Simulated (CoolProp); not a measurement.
Vapour-liquid equilibrium of n-pentane (1) + toluene (2) at 0.0319 MPa; x and y are mole fractions of (1).

Model: multi-fluid Helmholtz-energy mixture model, Thol 2019 and Lemmon 2006; pair parameters Bell 2016, in CoolProp.

**Question.** Give the bubble temperature and the first vapour's composition at x = 0.35, 0.575, 0.65. Is there an azeotrope?

**Answer.** x = 0.35: 297.7 K, y = 0.917; x = 0.575: 289.2 K, y = 0.961; x = 0.65: 287.2 K, y = 0.970. No azeotrope shows between x = 0.05 and 0.95.

Pair parameters are fitted to limited data, so mixtures are less certain than the pure fluids.
